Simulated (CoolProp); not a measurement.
Octamethylcyclotetrasiloxane (D4) along the isotherm 620 K: density (kg/m³) from the reference equation and from simpler models built on Tc = 586.5 K, pc = 1.347 MPa, ω = 0.598; each cubic takes its own stable root.

Model: reference Helmholtz-energy equation of state, Thol 2015, in CoolProp.

```csv
p (MPa),phase,reference
0.0481,gas,2.796
0.0962,gas,5.651
0.144,gas,8.550
0.192,gas,11.53
0.241,gas,14.63
0.289,gas,17.75
0.337,gas,20.95
0.385,gas,24.22
0.433,gas,27.58
0.481,gas,31.04
0.529,gas,34.59
0.577,gas,38.24
0.625,gas,42.00
0.674,gas,45.96
```

**Question.** How far does each simpler model (ideal gas, Redlich-Kwong, Peng-Robinson) lie from the reference over these 14 states: mean and median of the absolute difference, and the worst?

**Answer.** 
- ideal gas: mean 8.1 %, median 8.0 %, worst -15.6 % at 620 K and 0.674 MPa
- Redlich-Kwong: mean 0.2 %, median 0.2 %, worst +0.5 % at 620 K and 0.674 MPa
- Peng-Robinson: mean 0.6 %, median 0.6 %, worst +1.0 % at 620 K and 0.674 MPa
